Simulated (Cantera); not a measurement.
A closed system holds: 1 mol SiF4, 1.7 mol CH4, 1400 mol H2, equilibrated at 1573 K and 1.00 bar.

Equilibrium computed with Cantera from the NASA thermochemical tables; the gas is ideal and each condensed phase is pure. Candidate condensed phases: C, C6H6, C7H8, C8H18, Si, SiC; 113 gas species. The tables' values for SiF3, SiF2 are old estimates; treat these amounts as uncertain. Rates play no part.

Base state: H2 0.997, HF 0.00173, CH4 0.000820, SiF4 0.000154, SiF3 7.25e-5, SiHF3 7.17e-5, H 4.06e-5, SiF2 1.72e-5 (mole fractions); condensed: SiC(s).

Problem. What changes in the equilibrium state with this change: temperature from 1573 K to 1350 K?

Solution. 
```csv
species,before,after
H2,0.997,0.998
CH4,0.000820,0.00115
HF,0.00173,0.000465
SiF4,0.000154,0.000452
H,4.06e-5,2.38e-6
SiF2,1.72e-5,1.93e-6
SiF3,7.25e-5,3.38e-5
SiHF3,7.17e-5,0.000143
"SiC(s), mol",0.534,0.0837
```
The tables' values for SiF3 are old estimates; treat these amounts as uncertain.
